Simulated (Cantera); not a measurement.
A closed system holds: 1 mol SiH₂Cl₂, 11 mol NH₃, held at 1225 K and 0.00380 bar.

Equilibrium computed with Cantera from the NASA thermochemical tables; the gas is ideal and each condensed phase is pure. Candidate condensed phases: NH₄Cl, Si, Si₃N₄; 28 gas species. Kinetics and transport are ignored.

Base state: H₂ 0.707, N₂ 0.207, HCl 0.0856, SiCl₂ 4.59e-5 (mole fractions); condensed: Si₃N₄(s).

Task: What changes in the equilibrium state with this change: SiH₂Cl₂ replaced by SiHCl₃?

Result: 
| species | before | after |
|---|---|---|
| H₂ | 0.707 | 0.664 |
| N₂ | 0.207 | 0.207 |
| HCl | 0.0856 | 0.128 |
| SiCl₂ | 4.59e-5 | 0.000109 |
| SiCl₄ | 7.00e-6 | 3.98e-5 |
| SiCl₃ | 6.37e-6 | 2.35e-5 |
| Si₃N₄(s), mol | 0.333 | 0.332 |
The tables' values for SiCl₃ are old estimates; treat these amounts as uncertain.
